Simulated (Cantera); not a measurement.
Input: 1 mol Si3N4, 0.0049 mol Si, 3.2 mol H2.

Points: T (K) = 2000, 2050, 2100, 2150, 2200, 2250, 2300, 2350, 2400, 2450, 2500, 2550, 2600; P (Pa) = 1, 5.6, 32, 180, 1000, 5600, 32000, 180000, 1e+06.

Cantera's Mixture.equilibrate('TP', solver="vcs", rtol=1e-11, max_steps=5000) on the NASA tables stopped like this:

```
ERROR: FAILURE its = 5001!

*******************************************************************************
CanteraError thrown by MultiPhase::equilibrate:
VCS solver failed. Return code: -1
*******************************************************************************
```

Question: What got this run through?

Answer: Several could match; the one computed here: The failure is numerical, not chemical. The same input converged with solver="gibbs", rtol=1e-10, max_steps=50000, and the result passed a check of the equilibrium conditions:
```
   2000          1  gas only
   2050          1  gas only
   2100          1  gas only
   2150          1  gas only
   2200          1  gas only
   2250          1  gas only
   2300          1  gas only
   2350          1  gas only
   2400          1  gas only
   2450          1  gas only
   2500          1  gas only
   2550          1  gas only
   2600          1  gas only
   2000        5.6  gas only
   2050        5.6  gas only
   2100        5.6  gas only
   2150        5.6  gas only
   2200        5.6  gas only
   2250        5.6  gas only
   2300        5.6  gas only
   2350        5.6  gas only
   2400        5.6  gas only
   2450        5.6  gas only
   2500        5.6  gas only
   2550        5.6  gas only
   2600        5.6  gas only
   2000         32  Si(L)
   2050         32  Si(L)
   2100         32  gas only
   2150         32  gas only
   2200         32  gas only
   2250         32  gas only
   2300         32  gas only
   2350         32  gas only
   2400         32  gas only
   2450         32  gas only
   2500         32  gas only
   2550         32  gas only
   2600         32  gas only
   2000        180  Si(L)
   2050        180  Si(L)
   2100        180  Si(L)
   2150        180  Si(L)
   2200        180  Si(L)
   2250        180  Si(L)
   2300        180  gas only
   2350        180  gas only
   2400        180  gas only
   2450        180  gas only
   2500        180  gas only
   2550        180  gas only
   2600        180  gas only
   2000       1000  Si(L)
   2050       1000  Si(L)
   2100       1000  Si(L)
   2150       1000  Si(L)
   2200       1000  Si(L)
   2250       1000  Si(L)
   2300       1000  Si(L)
   2350       1000  Si(L)
   2400       1000  Si(L)
   2450       1000  gas only
   2500       1000  gas only
   2550       1000  gas only
   2600       1000  gas only
   2000       5600  Si(L)
   2050       5600  Si(L)
   2100       5600  Si(L)
   2150       5600  Si(L)
   2200       5600  Si(L)
   2250       5600  Si(L)
   2300       5600  Si(L)
   2350       5600  Si(L)
   2400       5600  Si(L)
   2450       5600  Si(L)
   2500       5600  Si(L)
   2550       5600  Si(L)
   2600       5600  Si(L)
   2000    3.2e+04  Si(L)
   2050    3.2e+04  Si(L)
   2100    3.2e+04  Si(L)
   2150    3.2e+04  Si(L)
   2200    3.2e+04  Si(L)
   2250    3.2e+04  Si(L)
   2300    3.2e+04  Si(L)
   2350    3.2e+04  Si(L)
   2400    3.2e+04  Si(L)
   2450    3.2e+04  Si(L)
   2500    3.2e+04  Si(L)
   2550    3.2e+04  Si(L)
   2600    3.2e+04  Si(L)
   2000    1.8e+05  Si(L) + Si3N4(a)
   2050    1.8e+05  Si(L) + Si3N4(a)
   2100    1.8e+05  Si(L) + Si3N4(a)
   2150    1.8e+05  Si(L)
   2200    1.8e+05  Si(L)
   2250    1.8e+05  Si(L)
   2300    1.8e+05  Si(L)
   2350    1.8e+05  Si(L)
   2400    1.8e+05  Si(L)
   2450    1.8e+05  Si(L)
   2500    1.8e+05  Si(L)
   2550    1.8e+05  Si(L)
   2600    1.8e+05  Si(L)
   2000      1e+06  Si(L) + Si3N4(a)
   2050      1e+06  Si(L) + Si3N4(a)
   2100      1e+06  Si(L) + Si3N4(a)
   2150      1e+06  Si(L) + Si3N4(a)
   2200      1e+06  Si(L) + Si3N4(a)
   2250      1e+06  Si(L) + Si3N4(a)
   2300      1e+06  Si(L)
   2350      1e+06  Si(L)
   2400      1e+06  Si(L)
   2450      1e+06  Si(L)
   2500      1e+06  Si(L)
   2550      1e+06  Si(L)
   2600      1e+06  Si(L)
```

The gas is ideal and each condensed phase is pure. Mutual solubility and eutectic melting of coexisting phases are not modelled.
